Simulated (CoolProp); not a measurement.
Vapour-liquid equilibrium of toluene (1) + m-xylene (2) at 412.8 K; x and y are mole fractions of (1).

Values from CoolProp's multi-fluid Helmholtz-energy mixture model, Lemmon 2006 and Zhou 2012; pair parameters Bell 2016.

Give the bubble pressure and the first vapour's composition at x = 0.35, 0.5, 0.8. Is there an azeotrope?

x = 0.35: 0.1460 MPa, y = 0.533; x = 0.5: 0.1638 MPa, y = 0.674; x = 0.8: 0.1963 MPa, y = 0.883. No azeotrope shows between x = 0.05 and 0.95.

The pair parameters rest on a limited set of measurements; away from them the model extrapolates.
